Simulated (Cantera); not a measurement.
Input (Python, Cantera):

```python
import numpy as np
import cantera as ct

gas = ct.Solution("gri30.yaml")


def delay(T, t_max=10):
    gas.TPX = T, 930000, {'CH4': 1, 'C2H6': 0.15, 'C3H8': 0.18, 'O2': 1.9, 'N2': 7.15}
    reactor = ct.IdealGasReactor(gas, clone=False)
    net = ct.ReactorNet([reactor])
    net.rtol, net.atol = 1e-8, 1e-16
    while net.time < t_max:
        t_old, T_old = net.time, reactor.T
        net.step()
        if reactor.T > T + 400:  # ignition: a rise of 400 K
            return t_old + (T + 400 - T_old) / (reactor.T - T_old) * (net.time - t_old)
    return np.nan


taus = []
for T in [1298, 1373, 1448, 1523, 1598]:
    taus.append(delay(T))
    print(f"T0 = {T:6g} K   tau = {taus[-1]:.4e} s")

# d ln(tau) / d ln(k), from doubling and halving each rate constant
T, sens = 1598, []
for i in range(gas.n_reactions):
    gas.set_multiplier(2.0, i)
    up = delay(T)
    gas.set_multiplier(0.5, i)
    down = delay(T)
    gas.set_multiplier(1.0, i)
    sens.append((np.log(up / down) / np.log(4.0), gas.reaction(i).equation))
sens.sort(key=lambda x: -abs(x[0]))
print(f"sensitivities at {T} K")
for s, eq in sens[:10]:
    print(f"{s:8.3f}  {eq}")
```

It prints:

```
T0 =   1298 K   tau = 2.4018e-04 s
T0 =   1373 K   tau = 1.0168e-04 s
T0 =   1448 K   tau = 4.6061e-05 s
T0 =   1523 K   tau = 2.2705e-05 s
T0 =   1598 K   tau = 1.2214e-05 s
sensitivities at 1598 K
  -0.335  H + O2 <=> O + OH
  -0.328  CH3 + HO2 <=> CH3O + OH
  -0.310  C2H5 + CH3 (+M) <=> C3H8 (+M)
  -0.222  C2H5 + O2 <=> C2H4 + HO2
   0.170  2 CH3 (+M) <=> C2H6 (+M)
   0.146  CH4 + H <=> CH3 + H2
  -0.142  CH3O + O2 <=> CH2O + HO2
   0.138  CH4 + OH <=> CH3 + H2O
   0.125  CH2O + H (+M) <=> CH3O (+M)
   0.114  C3H8 + H <=> C3H7 + H2
```

Model: GRI-Mech 3.0 (53 species, 325 reactions), integrated in Cantera. GRI-Mech 3.0 was tuned for natural gas; its chemistry of propane as a main component is partial and can be far from experiment.
